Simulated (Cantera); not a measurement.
A closed system holds: 1 mol Ta(OEt)5, 0.022 mol H2O, held at 1.20 Torr.

Cantera equilibrium calculation (NASA polynomials, part measured and part estimated; ideal gas, pure solids and liquids). Candidate condensed phases: C, C6H6, C7H8, C8H18, H2O, Ta, TaC, Ta2O5; 113 gas species. The feed counts by its element totals alone. TaC: taken at fixed stoichiometry. Condensed phases not in the tables: Ta2C. Rates play no part.

Over these rows the condensed part is C(graphite) + TaC(s). Partial pressures as log10 of bar:

```json
[
 {"T (K)": "1675", "1000/T (1/K)": "0.5970", "log p C2H2 (acetylene)": "-7.18", "log p H2": "-2.94", "log p CO": "-3.34", "log p H": "-5.41"},
 {"T (K)": "1775", "1000/T (1/K)": "0.5634", "log p C2H2 (acetylene)": "-6.79", "log p H2": "-2.95", "log p CO": "-3.34", "log p H": "-5.01"},
 {"T (K)": "1875", "1000/T (1/K)": "0.5333", "log p C2H2 (acetylene)": "-6.45", "log p H2": "-2.95", "log p CO": "-3.34", "log p H": "-4.66"},
 {"T (K)": "1975", "1000/T (1/K)": "0.5063", "log p C2H2 (acetylene)": "?", "log p H2": "-2.96", "log p CO": "-3.35", "log p H": "-4.34"},
 {"T (K)": "2075", "1000/T (1/K)": "0.4819", "log p C2H2 (acetylene)": "-5.88", "log p H2": "-2.97", "log p CO": "-3.35", "log p H": "-4.06"},
 {"T (K)": "2175", "1000/T (1/K)": "0.4598", "log p C2H2 (acetylene)": "-5.65", "log p H2": "-3.00", "log p CO": "-3.36", "log p H": "-3.81"}
]
```

Q: Fit log p(C2H2 (acetylene)) = a + b·(1000/T) to the five rows, give the apparent enthalpy, and predict the row at 1975 K.

A: Means: 1000/T = 0.5271, log p = -6.390. Sxy = -0.142967, Sxx = 0.0128145, so b = -11.16 and a = -6.390 − (-11.16)×0.5271 = -0.51.
Apparent enthalpy: −19.145 × (-11.16) = 214 kJ/mol. With the condensed phases at unit activity, 2 C(graphite) + H2(g) = C2H2 (acetylene)(g) links this pressure to the main gases: over the six rows their terms move log p by -0.06 in all, so the slope is close to that reaction's ΔH°. The five rows lie within 0.01 of the line.
Prediction at 1975 K: -0.51 + (-11.16)×0.5063 = -6.16. The computed value is -6.15, 0.01 from the line.
